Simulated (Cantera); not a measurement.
Feed: 1 mol PH3, 0.36 mol O2, 8.3 mol H2, at 1250 °C and 100000 Pa.

Method: chemical equilibrium by Gibbs-energy minimisation in Cantera with the NASA 1993 tables (ideal gas, pure condensed phases). Gases not in the tables: HPO2, HPO3 and P4O6. The numbers say what is thermodynamically allowed, not how fast it happens.

```tsv
species	before	after
H2	0.883	0.884
H2O	0.0693	0.0488
P2	0.0447	0.0379
PO	0.000505	0.0178
H	2.18e-5	0.00910
OH	5.26e-8	8.10e-5
P	8.15e-7	0.000569
P4	0.00178	3.94e-6
PH	5.49e-6	0.000398
PO2	0.000104	0.00109
PH3	0.000111	1.61e-5
```
Gas species are given as mole fractions.

**Question.** Name the change that produced these shifts.
A) O2 from 0.36 to 4.5 mol
B) temperature from 1250 °C to 2652 °C
C) temperature from 1250 °C to 2427 °C
D) temperature from 1250 °C to 2027 °C

**Answer.** D, temperature from 1250 °C to 2027 °C
